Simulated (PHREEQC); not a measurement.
Consider water at 25 °C with 76 mmol/kgw Sr(NO3)2. Closed to the air; pH follows from the charge balance.

The numbers come from PHREEQC with the ion-association model, phreeqc.dat.

Precipitation was switched off in this run.

Task: Predict the specific conductance.

Result: specific conductance 13900 µS/cm.
